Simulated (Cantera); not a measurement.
What does this Cantera script print?

```python
import numpy as np
import cantera as ct

gas_names = [...]  # 87 gases of nasa_gas.yaml made of C, H, Si
cond_names = """
    C(gr) C6H6(L) C7H8(L) C8H18(L),n-octa Si(cr) Si(L) SiC(b)
""".split()


# ... load() reads the species with a 1 bar reference pressure and builds the phases ...
atoms = {
    'CH3SiH3': {'C': 1, 'H': 6, 'Si': 1},
    'C2H2': {'C': 2, 'H': 2},
    'H2': {'H': 2},
}
top_T = {'C(gr)': 4500, 'SiC(b)': 3050}  # K; cautious upper limits of use, not melting points


# ... equilibrate(T, P, feed) seeds the gas with the atoms and calls Mixture.equilibrate('TP', solver="vcs", rtol=1e-11, max_steps=5000) ...
results = []
feed = {'CH3SiH3': 1, 'C2H2': 0.033, 'H2': 1.8}  # mol
P = 170  # Pa
for T in [1323, 1398, 1473, 1548, 1623, 1698, 1773, 1848, 1923, 1998, 2073, 2148]:
    mix = equilibrate(T, P, feed)
    results.append((T, P, feed, dict(zip(mix.species_names, mix.species_moles))))

top = {s: max(r[3][s] / sum(r[3][g] for g in gas_names) for r in results) for s in gas_names}
cols = sorted((s for s in top if top[s] > 1e-06), key=lambda s: -top[s])[:5]
seen = [c for c in cond_names if any(r[3].get(c, 0) > 1e-12 for r in results)]
print("log10 of partial pressures in bar; condensed amounts in mol")
print(f"{'T/K':>10s}" + "".join(f"{s[:9]:>10s}" for s in cols + seen))
for T, P, feed, n in results:
    ng = sum(n[g] for g in gas_names)
    print(f"{T:10.4g}" + "".join(f"{np.log10(max(n[s] / ng * P / 1e5, 1e-99)):10.3f}" for s in cols)
          + "".join(f"{n.get(c, 0):10.4g}" for c in seen))
```

It prints:

```
log10 of partial pressures in bar; condensed amounts in mol
       T/K        H2         H        Si C2H2,acet      SiC2     C(gr)    SiC(b)
      1323    -2.770    -7.185   -12.530    -8.853   -16.037   0.06594         1
      1398    -2.770    -6.710   -11.431    -8.380   -14.597   0.06594         1
      1473    -2.770    -6.283   -10.446    -7.956   -13.306   0.06591         1
      1548    -2.770    -5.896    -9.556    -7.574   -12.141   0.06583         1
      1623    -2.770    -5.546    -8.750    -7.228   -11.087   0.06566         1
      1698    -2.771    -5.225    -8.016    -6.913   -10.127   0.06533         1
      1773    -2.773    -4.932    -7.344    -6.627    -9.250   0.06478    0.9999
      1848    -2.775    -4.663    -6.728    -6.365    -8.446   0.06408    0.9994
      1923    -2.780    -4.416    -6.160    -6.125    -7.706   0.06373    0.9978
      1998    -2.787    -4.188    -5.636    -5.908    -7.023   0.06565    0.9924
      2073    -2.800    -3.980    -5.149    -5.712    -6.390   0.07554    0.9758
      2148    -2.820    -3.790    -4.698    -5.538    -5.803    0.1087    0.9271
```

These are equilibrium values from Cantera (NASA tables, ideal gas, pure condensed phases), not measurements of a reactor. The feed counts by its element totals alone. Gases not in the tables: Si2H6 and higher silanes.
